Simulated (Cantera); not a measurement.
A Cantera script and what it prints.

```python
import numpy as np
import cantera as ct

gas_names = """
    C CH CH2 CH3 CH2OH CH3O CH4 CH3OH CN CO CO2 COOH C2 C2H CHCO,ketyl C2H2,acetylene C2H2,vinylidene
    CH2CO,ketene C2H3,vinyl CH3CN CH3CO,acetyl C2H4 C2H4O,ethylen CH3CHO,ethanal CH3COOH (HCOOH)2 C2H5
    C2H6 CH3OCH3 C2H5OH CCN CNC C2N2 C2O C3 C3H3,propargyl C3H4,allene C3H4,propyne C3H4,cyclo-
    C3H5,allyl C3H6,propylene C3H6,cyclo- C3H6O C3H7,n-propyl C3H7,i-propyl C3H8 C3H8O,1propanol
    C3H8O,2propanol C3O2 C4 C4H2 C4H4,1,3-cyclo- C4H6,butadiene C4H6,2-butyne C4H6,cyclo- C4H8,1-butene
    C4H8,cis2-buten C4H8,tr2-butene C4H8,isobutene C4H8,cyclo- (CH3COOH)2 C4H9,n-butyl C4H9,i-butyl
    C4H9,s-butyl C4H9,t-butyl C4H10,isobutane C4H10,n-butane C4N2 C5 C5H6,1,3cyclo- C5H8,cyclo-
    C5H10,1-pentene C5H10,cyclo- C5H11,pentyl C5H11,t-pentyl C5H12,n-pentane C5H12,i-pentane
    CH3C(CH3)2CH3 C6H2 C6H5,phenyl C6H5O,phenoxy C6H6 C6H5OH,phenol C6H10,cyclo- C6H12,1-hexene
    C6H12,cyclo- C6H13,n-hexyl C7H7,benzyl C7H8 C7H8O,cresol C7H14,1-heptene C7H15,n-heptyl
    C7H16,n-heptane C8H8,styrene C8H10,ethylbenz C8H16,1-octene C8H17,n-octyl C8H18,isooctane
    C8H18,n-octane C9H19,n-nonyl C10H8,naphthale C10H21,n-decyl C12H9,o-bipheny C12H10,bipheny H HCN HCO
    HCCN HNC HNCO HNO HNO2 HNO3 HO2 H2 HCHO,formaldehy HCOOH H2O H2O2 N NCO NH NH2 NH3 NH2OH NO NO2 NO3
    N2 N2H2 N2H4 N2O O OH O2 O3
""".split()
cond_names = """
    C(gr) C6H6(L) C7H8(L) C8H18(L),n-octa H2O(s) H2O(L)
""".split()


def load(file, names, dense=False):
    # The tables refer to 1 bar. Condensed volumes are neglected.
    table = {s.name: s for s in ct.Species.list_from_file(file)}
    out = []
    for n in names:
        d = dict(table[n].input_data)
        d["thermo"] = dict(d["thermo"], **{"reference-pressure": 1e5})
        if dense:
            d["equation-of-state"] = {"model": "constant-volume", "density": "1e6 g/cm^3"}
        out.append(ct.Species.from_dict(d))
    return out


gas = ct.Solution(thermo="ideal-gas", species=load("nasa_gas.yaml", gas_names))
cond = {s.name: ct.Solution(thermo="fixed-stoichiometry", species=[s], name=s.name)
        for s in load("nasa_condensed.yaml", cond_names, dense=True)}
atoms = {
    'toluene': {'C': 7, 'H': 8},
    'CO2': {'C': 1, 'O': 2},
    'NH3': {'N': 1, 'H': 3},
}
top_T = {'C(gr)': 4500}  # K; cautious upper limits of use, not melting points


def equilibrate(T, P, feed):
    n = {}
    for name, mol in feed.items():
        for a, k in atoms[name].items():
            n[a] = n.get(a, 0.0) + k * mol
    gas.TPX = T, P, n
    mass = sum(n.values()) * gas.mean_molecular_weight
    gas.equilibrate("TP")
    valid = [c for c in cond.values() if c.min_temp <= T <= top_T.get(c.name, c.max_temp)]
    mix = ct.Mixture([(gas, mass / gas.mean_molecular_weight)] + [(c, 0.0) for c in valid])
    mix.T, mix.P = T, P
    mix.equilibrate("TP", solver="vcs", rtol=1e-11, max_steps=5000)
    return mix


results = []
feed = {'toluene': 1, 'CO2': 3.7, 'NH3': 0.82}  # mol
P = 190000  # Pa
for T in [875, 900, 925, 950, 975, 1000, 1025, 1050, 1075, 1100, 1125, 1150]:
    mix = equilibrate(T, P, feed)
    results.append((T, P, feed, dict(zip(mix.species_names, mix.species_moles))))
    x = sorted(zip(gas.X, gas.species_names), reverse=True)
    print(f"T = {T:g} K  P = {P:g} Pa  gas = {mix.phase_moles(0):.4g} mol")
    print("   x: " + "  ".join(f"{s} {v:.3e}" for v, s in x if v > 0.0001))
    print("   condensed (mol): " + ("  ".join(f"{mix.phase(i).name} {mix.phase_moles(i):.4g}"
          for i in range(1, mix.n_phases) if mix.phase_moles(i) > 1e-12) or "none"))
```

Result:

```
T = 875 K  P = 190000 Pa  gas = 8.322 mol
   x: H2 2.693e-01  CO2 2.680e-01  H2O 2.388e-01  CO 1.145e-01  CH4 6.014e-02  N2 4.923e-02
   condensed (mol): C(gr) 7.017
T = 900 K  P = 190000 Pa  gas = 8.659 mol
   x: H2 2.941e-01  CO2 2.474e-01  H2O 2.071e-01  CO 1.527e-01  CH4 5.129e-02  N2 4.731e-02
   condensed (mol): C(gr) 6.792
T = 925 K  P = 190000 Pa  gas = 9.046 mol
   x: H2 3.159e-01  CO2 2.223e-01  CO 1.973e-01  H2O 1.760e-01  N2 4.529e-02  CH4 4.303e-02
   condensed (mol): C(gr) 6.515
T = 950 K  P = 190000 Pa  gas = 9.478 mol
   x: H2 3.342e-01  CO 2.469e-01  CO2 1.937e-01  H2O 1.464e-01  N2 4.322e-02  CH4 3.556e-02
   condensed (mol): C(gr) 6.187
T = 975 K  P = 190000 Pa  gas = 9.945 mol
   x: H2 3.487e-01  CO 2.989e-01  CO2 1.631e-01  H2O 1.190e-01  N2 4.120e-02  CH4 2.903e-02
   condensed (mol): C(gr) 5.817
T = 1000 K  P = 190000 Pa  gas = 10.43 mol
   x: H2 3.598e-01  CO 3.504e-01  CO2 1.323e-01  H2O 9.467e-02  N2 3.929e-02  CH4 2.349e-02
   condensed (mol): C(gr) 5.422
T = 1025 K  P = 190000 Pa  gas = 10.9 mol
   x: CO 3.980e-01  H2 3.681e-01  CO2 1.035e-01  H2O 7.384e-02  N2 3.759e-02  CH4 1.892e-02
   condensed (mol): C(gr) 5.027
T = 1050 K  P = 190000 Pa  gas = 11.34 mol
   x: CO 4.393e-01  H2 3.742e-01  CO2 7.840e-02  H2O 5.669e-02  N2 3.615e-02  CH4 1.523e-02
   condensed (mol): C(gr) 4.659
T = 1075 K  P = 190000 Pa  gas = 11.71 mol
   x: CO 4.731e-01  H2 3.788e-01  CO2 5.779e-02  H2O 4.303e-02  N2 3.498e-02  CH4 1.229e-02
   condensed (mol): C(gr) 4.337
T = 1100 K  P = 190000 Pa  gas = 12.03 mol
   x: CO 4.992e-01  H2 3.824e-01  CO2 4.180e-02  N2 3.408e-02  H2O 3.245e-02  CH4 9.974e-03
   condensed (mol): C(gr) 4.073
T = 1125 K  P = 190000 Pa  gas = 12.27 mol
   x: CO 5.187e-01  H2 3.854e-01  N2 3.339e-02  CO2 2.989e-02  H2O 2.443e-02  CH4 8.142e-03
   condensed (mol): C(gr) 3.867
T = 1150 K  P = 190000 Pa  gas = 12.46 mol
   x: CO 5.328e-01  H2 3.879e-01  N2 3.289e-02  CO2 2.128e-02  H2O 1.841e-02  CH4 6.690e-03
   condensed (mol): C(gr) 3.711
```

Method: chemical equilibrium by Gibbs-energy minimisation in Cantera with the NASA 1993 tables (ideal gas, pure condensed phases).
